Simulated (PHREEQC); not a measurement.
0.024 g of hydrous ferric oxide (600 m²/g; 0.2 weak and 0.005 strong sites per Fe, Dzombak-Morel constants, diffuse double layer) in 1 kg of water with 0.05 mol/kgw of an inert sodium salt and 0.075 mmol/kgw MgCl2, at 25 °C; the pH is set by adding NaOH or the inert anion's acid. Oxygen is held at 0.21 atm. The system is closed to CO2. Nothing may precipitate in this run.

Base run: PHREEQC, ion-association model, wateq4f.dat. Each further column changes one thing. The table gives surface charge σ (C/m²).

| pH | base | background salt from 0.05 to 0.005 mol/kgw | oxide from 0.024 to 0.12 g/kgw | 0.00012 mol/kgw CaCl2 added |
|---|---|---|---|---|
| 3 | 0.357 | 0.304 | 0.357 | 0.357 |
| 4 | 0.294 | 0.184 | 0.294 | 0.294 |
| 4.5 | 0.238 | 0.133 | 0.239 | 0.239 |
| 5.5 | 0.130 | 0.060 | 0.130 | 0.130 |
| 6.5 | 0.058 | 0.023 | 0.058 | 0.058 |
| 7.5 | 0.017 | 0.006 | 0.017 | 0.018 |
| 8 | 0.005 | 0.002 | 0.005 | 0.007 |
| 9 | -0.003 | 0.000 | -0.011 | -0.002 |

The oxide is taken as insoluble; below pH 4 it would dissolve.
